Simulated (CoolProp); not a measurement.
Vapour-liquid equilibrium of ethylene (1) + n-perfluorobutane (2) at -38.15 °C; x and y are mole fractions of (1).

Values from CoolProp's multi-fluid Helmholtz-energy mixture model, Smukala 2000 and Gao 2022; pair parameters Bell 2016.

Q: Give the bubble pressure and the first vapour's composition at x = 0.05, 0.125, 0.875. Is there an azeotrope?

A: x = 0.05: 0.1836 MPa, y = 0.901; x = 0.125: 0.4492 MPa, y = 0.958; x = 0.875: 1.343 MPa, y = 0.990. No azeotrope shows between x = 0.05 and 0.95.

Pair parameters are fitted to limited data, so mixtures are less certain than the pure fluids. The gap from Raoult's law changes sign with composition, which may be real or a fault of the pair parameters; it wasn't checked against measurements. With so large a gap from Raoult's law the liquid may split in two, which this calculation doesn't test in full.
